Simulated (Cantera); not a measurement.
Input: 1 mol B2H6, 180 mol H2, 1.1 mol O2, held at 1725 °C and 100000 Pa.

Method: chemical equilibrium by Gibbs-energy minimisation in Cantera with the NASA 1993 tables (ideal gas, pure condensed phases). Candidate condensed phases: B, B2O3, B3O3H3, H2O; 23 gas species. The feed counts by its element totals alone. The tables' values for BH2 are old estimates; treat these amounts as uncertain. Equilibrium is a limit: real reactors are often held back by kinetics, nucleation or transport.

Base state: H2 0.988, HBO 0.00929, H 0.00160, HBO2 0.000627, H2O 0.000368, B2O2 0.000239, BO 0.000218, B2O3 0.000111 (mole fractions); condensed: gas only.

### Question
What changes in the equilibrium state with this change: B2H6 replaced by BCl3?

### Answer
```csv
species,before,after
H2,0.988,0.972
HCl,0,0.0164
H2O,0.000368,0.00422
HBO,0.00929,0.00284
BOCl,0,4.47e-5
Cl,0,1.99e-5
BH2,1.84e-5,4.80e-7
B2O2,0.000239,2.27e-5
```
The tables' values for BOCl are old estimates; treat these amounts as uncertain.
